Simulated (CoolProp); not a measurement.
Vapour pressure (MPa) of fluorine: the reference equation beside estimates from Tc = 144.4 K, pc = 5.240 MPa, ω = 0.045. Clausius-Clapeyron is anchored at 100.6 K with a constant enthalpy of vaporisation of 5.990 kJ/mol.

Computed with CoolProp (reference Helmholtz-energy equation of state, de Reuck 1990).

```tsv
T (K)	reference	Clausius-Clapeyron	van der Waals	Soave-Redlich-Kwong
100.6	0.4486	0.4486	1.025	0.4543
105	0.6278	0.6056	1.271	0.6363
109.4	0.8542	0.7981	1.553	0.8667
113.7	1.128	1.024	1.865	1.145
118.1	1.467	1.296	2.222	1.491
122.5	1.874	1.614	2.619	1.907
126.8	2.345	1.970	3.048	2.385
131.2	2.910	2.384	3.528	2.957
```

Absolute difference from the reference over all 8 rows, mean and median: Clausius-Clapeyron 9.9 and 10.4 %, van der Waals 65.1 and 58.4 %, Soave-Redlich-Kwong 1.5 and 1.6 %.
